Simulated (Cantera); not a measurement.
Cantera run, input and output.

```python
import numpy as np
import cantera as ct

gas = ct.Solution("h2o2.yaml")
gas.TPX = 1300, 1500, {'H2': 0.08, 'O2': 1}
reactor = ct.IdealGasConstPressureReactor(gas, energy="off", clone=False)
net = ct.ReactorNet([reactor])
net.rtol, net.atol = 1e-08, 1e-18
show = ['H2', 'O2', 'HO2', 'H2O', 'OH']
times = np.geomspace(2e-06, 40, 13)

steps = ct.SolutionArray(gas, extra=["t"])
rows = []
print(f"{'t/s':>10s}{'T/K':>9s}{'P/Pa':>11s}" + "".join(f"{s:>11s}" for s in show))
for t in times:
    while net.time < t:
        t_next = net.step()
        steps.append(gas.state, t=t_next)
    rows.append([np.interp(t, steps.t, y) for y in (steps.T, steps.P, *steps(*show).X.T)])
    print(f"{t:10.3e}{rows[-1][0]:9.1f}{rows[-1][1]:11.4g}" + "".join(f"{x:11.3e}" for x in rows[-1][2:]))
rate = np.gradient(steps.T, steps.t)
print("integrator steps:", len(steps.t))
if steps.T.max() > steps.T[0] + 200:
    print(f"time of steepest temperature rise: {steps.t[rate.argmax()]:.4e} s")
gas.TPX = 1300, 1500, {'H2': 0.08, 'O2': 1}
gas.equilibrate("TP")
print(f"equilibrium (TP): T = {gas.T:.1f} K  " + "  ".join(f"{s} {gas[s].X[0]:.3e}" for s in show))
```

Output:

```
       t/s      T/K       P/Pa         H2         O2        HO2        H2O         OH
 2.000e-06   1300.0       1500  7.407e-02  9.259e-01  8.113e-10  6.002e-13  2.977e-11
 8.118e-06   1300.0       1500  7.407e-02  9.259e-01  3.294e-09  3.653e-11  4.377e-10
 3.295e-05   1300.0       1500  7.407e-02  9.259e-01  1.337e-08  1.856e-09  5.140e-09
 1.337e-04   1300.0       1500  7.407e-02  9.259e-01  5.435e-08  8.361e-08  6.208e-08
 5.429e-04   1300.0       1500  7.401e-02  9.259e-01  2.776e-07  4.237e-05  1.948e-05
 2.204e-03   1300.0       1500  1.778e-03  8.697e-01  3.949e-06  6.269e-02  6.469e-03
 8.944e-03   1300.0       1500  1.413e-03  8.800e-01  3.814e-06  6.577e-02  5.828e-03
 3.630e-02   1300.0       1500  6.884e-04  9.032e-01  3.154e-06  7.176e-02  4.113e-03
 1.474e-01   1300.0       1500  1.085e-04  9.197e-01  1.335e-06  7.575e-02  1.646e-03
 5.981e-01   1300.0       1500  9.269e-06  9.226e-01  2.335e-07  7.665e-02  4.836e-04
 2.428e+00   1300.0       1500  9.982e-07  9.230e-01  4.116e-08  7.684e-02  1.593e-04
 9.855e+00   1300.0       1500  1.619e-07  9.230e-01  2.588e-08  7.689e-02  6.430e-05
 4.000e+01   1300.0       1500  6.011e-08  9.231e-01  3.422e-08  7.690e-02  3.920e-05
integrator steps: 1967
equilibrium (TP): T = 1300.0 K  H2 5.710e-08  O2 9.231e-01  HO2 3.489e-08  H2O 7.690e-02  OH 3.821e-05
```

Cantera simulation using the H2/O2 subset of GRI-Mech 3.0, which has no nitrogen chemistry; the numbers are that mechanism's predictions, not measurements. Radical loss at walls, strong at low pressure, is not modelled. The temperature is held fixed by assumption; the heat of reaction is taken as removed at once.
